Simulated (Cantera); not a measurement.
A freely propagating, adiabatic, planar premixed flame of 9.64 % CH4, 4.63 % H2, 18.0 % O2, 67.7 % N2, equivalence ratio 1.2, unburnt at 675 K and 5.30 bar; mixture-averaged transport, grid criteria slope 0.08 and curve 0.16, no radiation.

Cantera simulation using GRI-Mech 3.0 (53 species, 325 reactions); the numbers are that mechanism's predictions, not measurements. Burning velocities carry a grid error of a few per cent, more on coarse grids.

x: mole fraction of selected species; z is measured from the peak of heat release.

```tsv
z (mm)	T (K)	u (m/s)	x CH4	x H2	x O2	x CO2	x CH2O	x C2H2
-0.231	675	1.16	0.0964	0.0461	0.180	3.17e-7	2.48e-7	1.09e-8
-0.154	680	1.17	0.0962	0.0457	0.180	6.14e-6	4.46e-6	1.96e-7
-0.116	695	1.20	0.0953	0.0452	0.179	3.74e-5	2.55e-5	1.13e-6
-0.0771	___	1.35	0.0902	0.0443	0.174	0.000368	0.000215	1.03e-5
-0.0385	___	2.09	0.0636	0.0431	0.138	0.00402	0.00129	0.000104
-0.0193	___	2.84	0.0355	0.0424	0.0955	0.0103	0.00135	0.000285
0	___	3.54	0.00971	0.0395	0.0477	0.0206	0.000629	0.000528
0.0193	2184	3.88	0.00108	0.0339	0.0190	0.0317	0.000151	0.000209
0.0385	2246	3.98	7.40e-5	0.0305	0.00848	0.0401	1.65e-5	2.32e-5
0.0771	2300	4.06	4.74e-7	0.0294	0.00371	0.0476	1.33e-7	2.18e-7
0.154	2354	4.14	<1e-8	0.0291	0.00200	0.0507	<1e-8	<1e-8
0.308	2397	4.20	<1e-8	0.0284	0.000990	0.0517	<1e-8	<1e-8
0.616	2424	4.24	<1e-8	0.0279	0.000455	0.0522	<1e-8	<1e-8
```

Task: Fill in the missing entries.

Result: 
- -0.0771, T (K): 779
- -0.0385, T (K): 1199
- -0.0193, T (K): 1611
- 0, T (K): 1997
